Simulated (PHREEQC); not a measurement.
Solution (25 °C): 0.6 mol KCl, 0.22 mol BaCl2 and 0.28 mol MgCl2 per kg of water. It is in equilibrium with CO2 at log p = -2 (atm). Otherwise closed; pH follows from the charge balance.

The numbers come from PHREEQC with the Pitzer model, pitzer.dat.

Each row changes one thing in this solution. No solid was allowed to form.

```json
[
 {"case": "as made", "pH": "4.70", "CO2 (mol/kgw)": "0.000293", "HCO3- (mol/kgw)": "1.83e-5", "MgOH+ (mol/kgw)": "7.09e-9", "MgCO3 (mol/kgw)": "1.34e-9", "CO3-2 (mol/kgw)": "1.29e-9", "SI of Magnesite (MgCO3)": "-3.97", "SI of Bischofite (MgCl2:6H2O)": "-5.83"},
 {"case": "KCl left out", "pH": "4.72", "CO2 (mol/kgw)": "0.000310", "HCO3- (mol/kgw)": "2.01e-5", "MgOH+ (mol/kgw)": "6.99e-9", "MgCO3 (mol/kgw)": "1.40e-9", "CO3-2 (mol/kgw)": "1.58e-9", "SI of Magnesite (MgCO3)": "-3.95", "SI of Bischofite (MgCl2:6H2O)": "-6.18"},
 {"case": "diluted 100-fold with water", "pH": "4.90", "CO2 (mol/kgw)": "0.000340", "HCO3- (mol/kgw)": "1.44e-5", "MgOH+ (mol/kgw)": "2.24e-10", "MgCO3 (mol/kgw)": "6.18e-11", "CO3-2 (mol/kgw)": "8.54e-11", "SI of Magnesite (MgCO3)": "-5.30", "SI of Bischofite (MgCl2:6H2O)": "-11.10"},
 {"case": "temperature from 25 to 35 °C", "pH": "4.75", "CO2 (mol/kgw)": "0.000229", "HCO3- (mol/kgw)": "1.73e-5", "MgOH+ (mol/kgw)": "1.71e-8", "MgCO3 (mol/kgw)": "1.76e-9", "CO3-2 (mol/kgw)": "1.67e-9", "SI of Magnesite (MgCO3)": "-3.88", "SI of Bischofite (MgCl2:6H2O)": "-5.74"},
 {"case": "MgCl2 from 0.28 to 0.14 mol/kgw", "pH": "4.74", "CO2 (mol/kgw)": "0.000308", "HCO3- (mol/kgw)": "1.90e-5", "MgOH+ (mol/kgw)": "3.36e-9", "MgCO3 (mol/kgw)": "7.06e-10", "CO3-2 (mol/kgw)": "8.93e-10", "SI of Magnesite (MgCO3)": "-4.25", "SI of Bischofite (MgCl2:6H2O)": "-6.32"},
 {"case": "BaCl2 from 0.22 to 0.44 mol/kgw", "pH": "4.64", "CO2 (mol/kgw)": "0.000295", "HCO3- (mol/kgw)": "1.89e-5", "MgOH+ (mol/kgw)": "7.97e-9", "MgCO3 (mol/kgw)": "1.20e-9", "CO3-2 (mol/kgw)": "1.75e-9", "SI of Magnesite (MgCO3)": "-4.02", "SI of Bischofite (MgCl2:6H2O)": "-5.57"},
 {"case": "KCl replaced by MnCl2 at the same molality", "pH": "4.54", "CO2 (mol/kgw)": "0.000314", "HCO3- (mol/kgw)": "2.10e-5", "MgOH+ (mol/kgw)": "8.35e-9", "MgCO3 (mol/kgw)": "9.73e-10", "CO3-2 (mol/kgw)": "3.48e-9", "SI of Magnesite (MgCO3)": "-4.11", "SI of Bischofite (MgCl2:6H2O)": "-5.41"}
]
```

In brines, pH and single-ion activities rest on the MacInnes convention.
